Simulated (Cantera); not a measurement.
## Adiabatic ignition

An adiabatic, constant-pressure homogeneous reactor starts with CH₄ : C₂H₆ : O₂ : N₂ = 1 : 0.1 : 5.88 : 22.1 (molar parts), equivalence ratio 0.40, at 1525 K and 0.270 bar.

Detailed kinetics in Cantera: GRI-Mech 3.0 (53 species, 325 reactions).

```json
[
 {"t (s)": "9.00e-6", "T (K)": "1525", "x CH₄": "0.0344", "x C₂H₆": "0.00342", "x O₂": "0.202", "x H": "5.85e-8", "x HCO": "4.53e-12", "x O": "6.67e-8"},
 {"t (s)": "2.06e-5", "T (K)": "1525", "x CH₄": "0.0344", "x C₂H₆": "0.00340", "x O₂": "0.202", "x H": "1.84e-7", "x HCO": "3.84e-11", "x O": "2.13e-7"},
 {"t (s)": "4.73e-5", "T (K)": "1524", "x CH₄": "0.0344", "x C₂H₆": "0.00336", "x O₂": "0.202", "x H": "6.46e-7", "x HCO": "4.36e-10", "x O": "6.69e-7"},
 {"t (s)": "0.000109", "T (K)": "1524", "x CH₄": "0.0343", "x C₂H₆": "0.00322", "x O₂": "0.202", "x H": "3.05e-6", "x HCO": "8.55e-9", "x O": "2.50e-6"},
 {"t (s)": "0.000249", "T (K)": "1527", "x CH₄": "0.0328", "x C₂H₆": "0.00264", "x O₂": "0.201", "x H": "2.68e-5", "x HCO": "4.92e-7", "x O": "1.56e-5"},
 {"t (s)": "0.000571", "T (K)": "1984", "x CH₄": "<1e-12", "x C₂H₆": "<1e-12", "x O₂": "0.120", "x H": "0.00713", "x HCO": "4.80e-9", "x O": "0.0162"},
 {"t (s)": "0.00131", "T (K)": "2103", "x CH₄": "<1e-12", "x C₂H₆": "<1e-12", "x O₂": "0.116", "x H": "0.00519", "x HCO": "1.39e-9", "x O": "0.0137"},
 {"t (s)": "0.00300", "T (K)": "2212", "x CH₄": "<1e-12", "x C₂H₆": "<1e-12", "x O₂": "0.117", "x H": "0.00204", "x HCO": "3.76e-10", "x O": "0.00770"},
 {"t (s)": "0.00688", "T (K)": "2280", "x CH₄": "<1e-12", "x C₂H₆": "<1e-12", "x O₂": "0.118", "x H": "0.000746", "x HCO": "1.01e-10", "x O": "0.00403"},
 {"t (s)": "0.0158", "T (K)": "2294", "x CH₄": "<1e-12", "x C₂H₆": "<1e-12", "x O₂": "0.118", "x H": "0.000533", "x HCO": "6.93e-11", "x O": "0.00323"},
 {"t (s)": "0.0362", "T (K)": "2293", "x CH₄": "<1e-12", "x C₂H₆": "<1e-12", "x O₂": "0.118", "x H": "0.000523", "x HCO": "6.76e-11", "x O": "0.00318"},
 {"t (s)": "0.0829", "T (K)": "2290", "x CH₄": "<1e-12", "x C₂H₆": "<1e-12", "x O₂": "0.117", "x H": "0.000510", "x HCO": "6.53e-11", "x O": "0.00310"},
 {"t (s)": "0.190", "T (K)": "2285", "x CH₄": "<1e-12", "x C₂H₆": "<1e-12", "x O₂": "0.115", "x H": "0.000490", "x HCO": "6.18e-11", "x O": "0.00299"},
 {"t (s)": "0.436", "T (K)": "2280", "x CH₄": "<1e-12", "x C₂H₆": "<1e-12", "x O₂": "0.114", "x H": "0.000473", "x HCO": "5.87e-11", "x O": "0.00288"},
 {"t (s)": "1.00", "T (K)": "2278", "x CH₄": "<1e-12", "x C₂H₆": "<1e-12", "x O₂": "0.114", "x H": "0.000468", "x HCO": "5.78e-11", "x O": "0.00285"}
]
```
x: mole fraction; the columns are a selection and need not sum to one.

The time of steepest temperature rise is 0.482 ms and the temperature at 1.00 s comes out as 2278 K. The equilibrium temperature comes out as 2278 K and the x(CH₄) at 1.00 s is <1e-12 (gas-phase equilibrium <1e-12). The x(C₂H₆) at 1.00 s comes out as <1e-12 (gas-phase equilibrium <1e-12) and the x(O₂) at 1.00 s is 0.114 (gas-phase equilibrium 0.114).
